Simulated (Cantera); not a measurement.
**Thermodynamics of carbon deposition, reforming and gasification, feed C + NH3**

Charge: 1 mol C, 0.67 mol NH3, at 0.110 bar.

Equilibrium computed with Cantera from the NASA thermochemical tables; the gas is ideal and each condensed phase is pure. Candidate condensed phases: C, C6H6, C7H8, C8H18; 92 gas species. Equilibrium is a limit: real reactors are often held back by kinetics, nucleation or transport.

```
T (°C)  log p H2  log p H  log p N2  log p HCN  log p C2H2 (acetylene)  log p HNC  n C(graphite)
------  --------  -------  --------  ---------  ----------------------  ---------  -------------
1902       -1.09    -2.86     -1.57      -2.89                   -3.75      -4.01          0.979
2002       -1.10    -2.62     -1.58      -2.76                   -3.52      -3.82          0.969
2102       -1.11    -2.41     -1.59      -2.64                   -3.32      -3.64          0.957
2202       -1.13    -2.21     -1.60      -2.54                   -3.14      -3.48          0.941
2302       -1.15    -2.03     -1.61      -2.45                   -2.98      -3.35          0.921
2402       -1.17    -1.87     -1.63      -2.38                   -2.84      -3.23          0.897
2502       -1.21    -1.73     -1.65      -2.31                   -2.73      -3.12          0.869
2602       -1.26    -1.61     -1.68      -2.27                   -2.63      -3.03          0.834
2702       -1.32    -1.50     -1.71      -2.23                   -2.56      -2.97          0.790
```
log p: log10 of the partial pressure in bar; n: condensed amount in mol.

From 1902 °C to 2702 °C the condensed part is C(graphite). The main C-bearing gas is HCN throughout. The share of C in condensed phases is highest at 1902 °C (97.9 %) and lowest at 2702 °C (79.0 %).
